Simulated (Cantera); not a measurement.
Input: 1 mol Ta, 0.55 mol CH₄, held at 2327 °C and 0.0133 bar.

These are equilibrium values from Cantera (NASA tables, ideal gas, pure condensed phases), not measurements of a reactor. Candidate condensed phases: C, C₆H₆, C₇H₈, C₈H₁₈, Ta, TaC; 77 gas species. Mutual solubility and eutectic melting of coexisting phases are not modelled. TaC: taken at fixed stoichiometry. Condensed phases not in the tables: Ta₂C, N, O or C dissolved in the metal. Rates play no part.

Base state: H₂ 0.718, H 0.282 (mole fractions); condensed: Ta(s) + TaC(s).

What changes in the equilibrium state with this change: 0.011 mol H₂O added?


| species | before | after |
|---|---|---|
| H₂ | 0.718 | 0.711 |
| H | 0.282 | 0.280 |
| CO | 0 | 0.00842 |
| Ta(s), mol | 0.450 | 0.461 |
| TaC(s), mol | 0.550 | 0.539 |
Further candidate phases: H₂O, Ta₂O₅.
